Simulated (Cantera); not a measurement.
Charge: 1 mol SiF4, 1.6 mol H2O, 68 mol N2, at 2.40 mbar.

Cantera equilibrium calculation (NASA polynomials, part measured and part estimated; ideal gas, pure solids and liquids). Candidate condensed phases: H2O, Si, SiO2, Si2N2O, Si3N4; 58 gas species. The tables hold silica as quartz up to 1696 K and as liquid above; real silica turns to tridymite and cristobalite and melts near 1996 K. Kinetics and transport are ignored.

Problem. What share of the Si ends up in condensed phases as a function of T (K), at 750, 850, 950, 1050, 1150, 1250, 1350, 1450, 1550, 1650, 1750, 1850, 1950, 2050?

Solution. 
```json
[
 {"T (K)": "750", "Si condensed (%)": "50.1", "as": "SiO2(α-quartz)"},
 {"T (K)": "850", "Si condensed (%)": "61.3", "as": "SiO2(β-quartz)"},
 {"T (K)": "950", "Si condensed (%)": "68.4", "as": "SiO2(β-quartz)"},
 {"T (K)": "1050", "Si condensed (%)": "72.7", "as": "SiO2(β-quartz)"},
 {"T (K)": "1150", "Si condensed (%)": "75.2", "as": "SiO2(β-quartz)"},
 {"T (K)": "1250", "Si condensed (%)": "76.7", "as": "SiO2(β-quartz)"},
 {"T (K)": "1350", "Si condensed (%)": "77.7", "as": "SiO2(β-quartz)"},
 {"T (K)": "1450", "Si condensed (%)": "78.3", "as": "SiO2(β-quartz)"},
 {"T (K)": "1550", "Si condensed (%)": "78.6", "as": "SiO2(β-quartz)"},
 {"T (K)": "1650", "Si condensed (%)": "78.8", "as": "SiO2(β-quartz)"},
 {"T (K)": "1750", "Si condensed (%)": "78.6", "as": "SiO2(condensed)"},
 {"T (K)": "1850", "Si condensed (%)": "76.4", "as": "SiO2(condensed)"},
 {"T (K)": "1950", "Si condensed (%)": "64.1", "as": "SiO2(condensed)"},
 {"T (K)": "2050", "Si condensed (%)": "9.7", "as": "SiO2(l)"}
]
```
